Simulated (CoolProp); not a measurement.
Model: reference Helmholtz-energy equation of state, Lemmon 2006, in CoolProp. It is a short technical equation, of lower accuracy than the large ones.

**Question.** For C3F8 (R218), give the phase and the density (kg/m³), cp (kJ/(kg K)), cv (kJ/(kg K)), conductivity (mW/(m K)) at -105.45 °C and 19.5 bar; 166.85 °C and 19.5 bar.

**Answer.** 
- -105.45 °C and 19.5 bar: liquid; density 1860, cp 0.844, cv 0.558, conductivity 79.2
- 166.85 °C and 19.5 bar: gas; density 112, cp 1.02, cv 0.938, conductivity 26.4

Thermal conductivity comes from a separate model (Huber 2003), an estimate that may be off by 10 % or more.
